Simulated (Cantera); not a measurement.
Feed: 1 mol Si3N4, 2.4 mol H2, 13 mol N2, at 777 °C and 0.368 Torr.

Method: chemical equilibrium by Gibbs-energy minimisation in Cantera with the NASA 1993 tables (ideal gas, pure condensed phases). Candidate condensed phases: Si, Si3N4; 18 gas species. Kinetics and transport are ignored.

Base state: N2 0.844, H2 0.156 (mole fractions); condensed: Si3N4(s).

Problem. What changes in the equilibrium state with this change: Si3N4 replaced by BN?

Solution. 
```json
[
 {"species": "N2", "before": "0.844", "after": "0.844"},
 {"species": "H2", "before": "0.156", "after": "0.156"},
 {"species": "Si3N4(s), mol", "before": "1.00", "after": "0"},
 {"species": "BN(s), mol", "before": "0", "after": "1.00"}
]
```
Further candidate phases: B, BN.

Problem. What changes in the equilibrium state with this change: temperature from 777 °C to 1827 °C?

Solution. 
```json
[
 {"species": "N2", "before": "0.844", "after": "0.721"},
 {"species": "Si", "before": "<1e-9", "after": "0.140"},
 {"species": "H2", "before": "0.156", "after": "0.0936"},
 {"species": "H", "before": "1.45e-7", "after": "0.0431"},
 {"species": "Si2", "before": "<1e-9", "after": "0.000942"},
 {"species": "SiN", "before": "<1e-9", "after": "0.000547"},
 {"species": "Si3N4(s), mol", "before": "1.00", "after": "0"}
]
```
The tables' values for SiN are old estimates; treat these amounts as uncertain.
